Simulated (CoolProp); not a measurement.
A single-stage vapour-compression cycle with the fluoroketone C6F12O (FK-5-1-12): evaporating at 314.15 K (dew point), condensing at 359.15 K (bubble point), superheat 0 K, subcooling 2 K, compressor efficiency 0.7, no pressure losses. Each further row changes one setting.

Computed with CoolProp (reference Helmholtz-energy equation of state, McLinden 2015).

| case | cooling COP | pressure ratio | discharge temperature (K) | refrigerating effect (kJ/kg) | volumetric capacity (kJ/m³) |
|---|---|---|---|---|---|
| as stated | ? | 4.11 | 359.1 | 41.4 | 401 |
| evaporating temperature 319.15 K | 3.72 | 3.43 | 359.1 | 45.5 | ? |
| condensing temperature 354.15 K | 3.72 | 3.59 | 354.1 | 47.2 | 458 |
| subcooling 7 K | 3.43 | 4.11 | 359.1 | 47.2 | 458 |
| superheat 10 K | 3.28 | 4.11 | 359.1 | ? | 470 |
| compressor efficiency 0.6 | 2.58 | 4.11 | 359.1 | 41.4 | 401 |

Q: Fill in the missing entries.

A: 
- as stated, cooling COP: 3.01
- evaporating temperature 319.15 K, volumetric capacity (kJ/m³): 525
- superheat 10 K, refrigerating effect (kJ/kg): 50.3

The compression ends wet for: as stated; evaporating temperature 319.15 K; condensing temperature 354.15 K; subcooling 7 K; superheat 10 K; compressor efficiency 0.6.
